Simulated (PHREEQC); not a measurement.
Copper plating or etch bath

Consider water at 25 °C with 0.02 mol/kgw Cu(NO3)2, 0.00016 mol/kgw H2SO4 and 0.013 mol/kgw Na2SO4. Closed to the air; pH follows from the charge balance.

Computed with PHREEQC (ion-association model, phreeqc.dat).

No solid was allowed to form.

Question: What pH, ionic strength, density does the model give?

Answer: pH 3.70; ionic strength 0.0809 mol/kgw; density 1.002 g/cm³.

Question: In which forms is Na present?

Answer: Na+ 98 %, NaSO4- 1.6 % of the Na.
